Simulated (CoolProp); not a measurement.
Vapour-liquid equilibrium of benzene (1) + cyclohexane (2) at 164.85 °C; x and y are mole fractions of (1).

The numbers come from the multi-fluid Helmholtz-energy mixture model, Thol 2012 and Zhou 2014; pair parameters Bell 2016 in CoolProp.

```
x      bubble pressure, mixture model (MPa)  bubble pressure, Raoult's law (MPa)  y, mixture model  y, Raoult's law
-----  ------------------------------------  -----------------------------------  ----------------  ---------------
0.05                                 0.7488                               0.7387             0.062            0.053
0.125                                0.7653                               0.7419             0.150            0.131
0.2                                  0.7793                               0.7451             0.231            0.209
0.275                                0.7911                               0.7483             0.307            0.286
0.35                                 0.8006                               0.7515             0.379            0.363
0.425                                0.8078                               0.7547             0.448            0.439
0.5                                  0.8128                               0.7579             0.515            0.514
0.575                                0.8155                               0.7612             0.581            0.589
0.65                                 0.8159                               0.7644             0.647            0.663
0.725                                0.8137                               0.7676             0.714            0.736
0.8                                  0.8088                               0.7708             0.785            0.809
0.875                                0.8008                               0.7740             0.859            0.881
0.95                                 0.7893                               0.7772             0.941            0.953
```

The largest gap from Raoult's law is +7.2 % in bubble pressure, at x = 0.5. y crosses x between x = 0.575 and 0.65: the model has an azeotrope there.

The pair parameters rest on a limited set of measurements; away from them the model extrapolates.
